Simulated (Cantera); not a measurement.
Charge: 1 mol SiH2Cl2, 30 mol NO, 5.2 mol H2, 0.12 mol O3, equilibrated at 1625 K and 0.00280 bar.

Equilibrium computed with Cantera from the NASA thermochemical tables; the gas is ideal and each condensed phase is pure. Candidate condensed phases: H2O, NH4Cl, Si, SiO2, Si2N2O, Si3N4; 47 gas species. The tables hold silica as quartz up to 1696 K and as liquid above; real silica turns to tridymite and cristobalite and melts near 1996 K. Equilibrium is a limit: real reactors are often held back by kinetics, nucleation or transport.

Base state: N2 0.442, O2 0.339, H2O 0.157, HCl 0.0511, Cl 0.00798, NO 0.00205, OH 0.00131, O 0.000214 (mole fractions); condensed: SiO2(β-quartz).

What changes in the equilibrium state with this change: H2 from 5.2 to 13 mol?


```
species               before     after
-------------------  -------  --------
N2                     0.442     0.397
H2O                    0.157     0.346
O2                     0.339     0.201
HCl                   0.0511    0.0485
Cl2                  1.10e-5   3.48e-6
H2                   4.52e-5  0.000129
Cl                   0.00798   0.00448
H                    8.96e-6   1.51e-5
SiO2(β-quartz), mol    1.000     1.000
```
